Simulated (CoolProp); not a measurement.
Properties of toluene along the isotherm 620 K.

Computed with CoolProp (reference Helmholtz-energy equation of state, Lemmon 2006). It is a short technical equation, of lower accuracy than the large ones.

```json
[
 {"p (kPa)": "2580", "phase": "gas", "cp (kJ/(kg K))": "2.427", "cv (kJ/(kg K))": "2.153", "isothermal compressibility (1/MPa)": "0.5176"},
 {"p (kPa)": "5160", "phase": "supercritical", "cp (kJ/(kg K))": "4.928", "cv (kJ/(kg K))": "2.295", "isothermal compressibility (1/MPa)": "0.6800"},
 {"p (kPa)": "7740", "phase": "supercritical", "cp (kJ/(kg K))": "3.255", "cv (kJ/(kg K))": "2.226", "isothermal compressibility (1/MPa)": "0.06201"},
 {"p (kPa)": "10300", "phase": "supercritical", "cp (kJ/(kg K))": "2.930", "cv (kJ/(kg K))": "2.206", "isothermal compressibility (1/MPa)": "0.02752"},
 {"p (kPa)": "12900", "phase": "supercritical", "cp (kJ/(kg K))": "2.811", "cv (kJ/(kg K))": "2.197", "isothermal compressibility (1/MPa)": "0.01760"},
 {"p (kPa)": "15500", "phase": "supercritical", "cp (kJ/(kg K))": "2.745", "cv (kJ/(kg K))": "2.193", "isothermal compressibility (1/MPa)": "0.01295"},
 {"p (kPa)": "18100", "phase": "supercritical", "cp (kJ/(kg K))": "2.703", "cv (kJ/(kg K))": "2.190", "isothermal compressibility (1/MPa)": "0.01025"},
 {"p (kPa)": "20600", "phase": "supercritical", "cp (kJ/(kg K))": "2.673", "cv (kJ/(kg K))": "2.188", "isothermal compressibility (1/MPa)": "0.008550"}
]
```

The peak of cp marks the crossing from liquid-like to gas-like fluid above the critical point.
